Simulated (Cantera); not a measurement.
A perfectly stirred reactor is fed with 28.6 % NH3, 71.4 % H2, at 1330 Pa; it is held at 2175 K, and followed from long to short residence time.

Model: the gas-phase N/H chemistry of the illustrative SiF4/NH3 mechanism in the Surface Chemkin manual (1991), integrated in Cantera. Walls and surfaces, which speed up NH3 decomposition in real reactors, are not modelled.

x: mole fraction; the columns are a selection and need not sum to one.

```json
[
 {"τ (s)": "1.0", "x NH3": "0.0708", "x H2": "0.843", "x N": "4.56e-6", "x NH2": "0.000519", "x N2": "0.0832", "x NH": "3.10e-5"},
 {"τ (s)": "0.36", "x NH3": "___", "x H2": "0.804", "x N": "4.53e-6", "x NH2": "___", "x N2": "___", "x NH": "___"},
 {"τ (s)": "0.13", "x NH3": "0.204", "x H2": "0.762", "x N": "4.40e-6", "x NH2": "0.00106", "x N2": "0.0312", "x NH": "4.35e-5"},
 {"τ (s)": "0.044", "x NH3": "0.252", "x H2": "0.733", "x N": "4.06e-6", "x NH2": "0.00120", "x N2": "0.0123", "x NH": "4.44e-5"},
 {"τ (s)": "0.015", "x NH3": "0.275", "x H2": "0.719", "x N": "3.23e-6", "x NH2": "0.00118", "x N2": "0.00366", "x NH": "3.93e-5"},
 {"τ (s)": "0.0053", "x NH3": "0.283", "x H2": "0.715", "x N": "___", "x NH2": "___", "x N2": "___", "x NH": "___"},
 {"τ (s)": "0.0018", "x NH3": "0.285", "x H2": "0.714", "x N": "1.83e-7", "x NH2": "0.000452", "x N2": "3.11e-5", "x NH": "5.81e-6"}
]
```

### Question
What belongs in the gaps?

### Answer

- 0.36, x NH3: 0.136
- 0.36, x NH2: 0.000808
- 0.36, x N2: 0.0579
- 0.36, x NH: 3.85e-5
- 0.0053, x N: 1.58e-6
- 0.0053, x NH2: 0.000937
- 0.0053, x N2: 0.000666
- 0.0053, x NH: 2.45e-5
